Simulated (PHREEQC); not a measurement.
Solution (25 °C): 0.0021 mol/kgw HCl and 0.025 mol/kgw KCl. Closed to the air; pH follows from the charge balance.

Model: ion-association model, wateq4f.dat, run in PHREEQC.

```
Item                      Result
----------------  --------------
pH                          2.73
ionic strength    0.0271 mol/kgw
total alkalinity    -2.10 meq/kg
```

```json
[
 {"species": "Cl-", "molality": "0.0271", "activity": "0.0231", "log γ": "-0.070"},
 {"species": "K+", "molality": "0.0250", "activity": "0.0213", "log γ": "-0.070"},
 {"species": "H+", "molality": "0.00210", "activity": "0.00184", "log γ": "-0.056"}
]
```

No solid was allowed to form. Species that the database lacks are ignored.
